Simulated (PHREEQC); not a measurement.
Model water analysis in mg/L, 20 °C, pH 2.98, pe 9.4: Na 157; K 16.6; Ca 762; Mg 247; Cl 853; S(6) as SO4 2080; Zn 0.955; Al 0.787; Mn(2) 13.5.

Valence states are taken as typed.

The numbers come from PHREEQC with the ion-association model, wateq4f.dat.

This is a speciation only: nothing precipitates in the calculation.

Task: Estimate the ionic strength.

Result: ionic strength 0.0839 mol/kgw.

Task: In which forms is Al present?

Result: AlSO4+ 70 %, Al+3 19 %, Al(SO4)2- 11 % of the Al.
